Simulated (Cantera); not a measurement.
# Hydrocarbon pyrolysis for carbon deposition

A perfectly stirred reactor is fed with C₂H₆ : N₂ = 1 : 87 (molar parts), at 0.132 atm; it is held at 1625 K, and followed from long to short residence time.

Cantera simulation using GRI-Mech 3.0 (53 species, 325 reactions); the numbers are that mechanism's predictions, not measurements. GRI-Mech 3.0 stops at C3 and has no aromatics, soot or wall deposition, so with more carbon than oxygen in the feed, carbon stays in small species such as C2H2 where larger ones or solid carbon would form.

| τ (s) | x C₂H₆ | x C₂H₂ | x C₂H | x C₂H₄ | x HCN | x CH₃ | x CH₂ |
|---|---|---|---|---|---|---|---|
| 1.2 | 5.16e-6 | 0.0105 | 1.47e-7 | 3.20e-5 | 3.32e-5 | 7.79e-5 | 2.46e-7 |
| 0.69 | 8.24e-6 | 0.0104 | 1.69e-7 | 4.72e-5 | 3.13e-5 | 9.81e-5 | 3.50e-7 |
| 0.39 | 1.33e-5 | 0.0103 | 1.94e-7 | 7.11e-5 | 2.91e-5 | 0.000125 | 5.00e-7 |
| 0.22 | 2.17e-5 | 0.0102 | 2.22e-7 | 0.000108 | 2.65e-5 | 0.000158 | 7.06e-7 |
| 0.13 | 3.39e-5 | 0.0101 | 2.48e-7 | 0.000161 | 2.38e-5 | 0.000198 | 9.57e-7 |
| 0.072 | 5.64e-5 | 0.00984 | 2.78e-7 | 0.000252 | 2.06e-5 | 0.000255 | 1.33e-6 |
| 0.041 | 9.17e-5 | 0.00954 | 3.07e-7 | 0.000388 | 1.76e-5 | 0.000326 | 1.79e-6 |
| 0.023 | 0.000152 | 0.00913 | 3.34e-7 | 0.000601 | 1.46e-5 | 0.000419 | 2.38e-6 |
| 0.013 | 0.000250 | 0.00856 | 3.58e-7 | 0.000917 | 1.19e-5 | 0.000539 | 3.11e-6 |
| 0.0075 | 0.000405 | 0.00783 | 3.74e-7 | 0.00135 | 9.62e-6 | 0.000685 | 3.94e-6 |
x: mole fraction; the columns are a selection and need not sum to one.
